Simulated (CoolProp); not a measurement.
Vapour-liquid equilibrium of toluene (1) + n-decane (2) at 372 K; x and y are mole fractions of (1).

Values from CoolProp's multi-fluid Helmholtz-energy mixture model, Lemmon 2006 and Lemmon 2006; pair parameters Bell 2016.

| x | bubble pressure, mixture model (MPa) | bubble pressure, Raoult's law (MPa) | y, mixture model | y, Raoult's law |
|---|---|---|---|---|
| 0.05 | 0.01245 | 0.01227 | 0.300 | 0.292 |
| 0.125 | 0.01766 | 0.01696 | 0.544 | 0.528 |
| 0.2 | 0.02298 | 0.02165 | 0.679 | 0.662 |
| 0.275 | 0.02827 | 0.02634 | 0.762 | 0.748 |
| 0.35 | 0.03339 | 0.03103 | 0.818 | 0.809 |
| 0.425 | 0.03830 | 0.03572 | 0.858 | 0.853 |
| 0.5 | 0.04298 | 0.04042 | 0.888 | 0.887 |
| 0.575 | 0.04744 | 0.04511 | 0.912 | 0.914 |
| 0.65 | 0.05175 | 0.04980 | 0.931 | 0.936 |
| 0.725 | 0.05595 | 0.05449 | 0.948 | 0.954 |
| 0.8 | 0.06013 | 0.05918 | 0.963 | 0.969 |
| 0.875 | 0.06435 | 0.06387 | 0.977 | 0.982 |
| 0.95 | 0.06869 | 0.06856 | 0.991 | 0.993 |

The largest gap from Raoult's law is +7.6 % in bubble pressure, at x = 0.35. No azeotrope shows between x = 0.05 and 0.95.

Pair parameters are fitted to limited data, so mixtures are less certain than the pure fluids.
